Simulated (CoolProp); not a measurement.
Vapour-liquid equilibrium of n-pentane (1) + acetone (2) at 425.8 K; x and y are mole fractions of (1).

Values from CoolProp's multi-fluid Helmholtz-energy mixture model, Thol 2019 and Lemmon 2006; pair parameters Bell 2016.

```
x     bubble pressure (bar)  y at the bubble point  dew pressure at overall composition x (bar)  liquid density (mol/L)
----  ---------------------  ---------------------  -------------------------------------------  ----------------------
0.05                  13.26                  0.113                                        12.55                   10.21
0.2                   15.97                  0.325                                        14.32                   9.200
0.35                  17.60                  0.454                                        16.29                   8.332
0.5                   18.52                  0.555                                        18.08                   7.612
0.65                  18.88                  0.654                                        18.88                   7.048
0.8                   18.59                  0.770                                        18.42                   6.641
0.95                  17.37                  0.928                                        17.17                   6.371
```

y crosses x between x = 0.65 and 0.8: the model has an azeotrope there.

The pair parameters rest on a limited set of measurements; away from them the model extrapolates.
